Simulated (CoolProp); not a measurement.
n-perfluorohexane along the isotherm 413.3 K: density (kg/m³) from the reference equation and from simpler models built on Tc = 448.0 K, pc = 1.742 MPa, ω = 0.497; each cubic takes its own stable root.

The numbers come from the reference Helmholtz-energy equation of state, Gao 2022 in CoolProp.

```
p (MPa)   phase  reference  van der Waals  Redlich-Kwong  Soave-Redlich-Kwong  Peng-Robinson
-------  ------  ---------  -------------  -------------  -------------------  -------------
0.544       gas      64.35          61.25          62.96                63.90          64.87
1.09     liquid       1234          155.2          171.5                981.5           1110
1.63     liquid       1255          709.7          940.9                 1018           1149
2.18     liquid       1272          749.1          982.6                 1047           1180
2.72     liquid       1287          776.4           1015                 1072           1206
3.27     liquid       1301          798.3           1042                 1093           1230
3.81     liquid       1312          816.1           1066                 1112           1250
4.35     liquid       1323          831.4           1086                 1129           1269
```

At some of these states van der Waals, Redlich-Kwong gives the other phase, because its saturation line lies elsewhere.
